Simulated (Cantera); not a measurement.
Input: 1 mol C₂F₆, held at 1200 K and 133 Pa.

Method: chemical equilibrium by Gibbs-energy minimisation in Cantera with the NASA 1993 tables (ideal gas, pure condensed phases). Candidate condensed phases: C; 13 gas species. The feed counts by its element totals alone. Gases not in the tables: C₂F₆ and larger saturated fluorocarbons. Kinetics and transport are ignored.

Base state: CF₄ 1.000 (mole fractions); condensed: C(graphite).

**Question.** What changes in the equilibrium state with this change: C₂F₆ replaced by CF₄?

**Answer.** 
| species | before | after |
|---|---|---|
| CF₄ | 1.000 | 1.000 |
| C(graphite), mol | 0.500 | 0 |
